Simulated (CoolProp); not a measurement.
Vapour-liquid equilibrium of sulfur dioxide (1) + toluene (2) at 278 K; x and y are mole fractions of (1).

Model: multi-fluid Helmholtz-energy mixture model, Gao 2016 and Lemmon 2006; pair parameters Bell 2016, in CoolProp.

Problem. Give the bubble pressure and the first vapour's composition at x = 0.5, 0.575, 0.8. Is there an azeotrope?

Solution. x = 0.5: 0.9694 bar, y = 0.994; x = 0.575: 1.117 bar, y = 0.995; x = 0.8: 1.523 bar, y = 0.998. No azeotrope shows between x = 0.05 and 0.95.

The pair parameters rest on a limited set of measurements; away from them the model extrapolates. The gap from Raoult's law changes sign with composition, which may be real or a fault of the pair parameters; it wasn't checked against measurements.
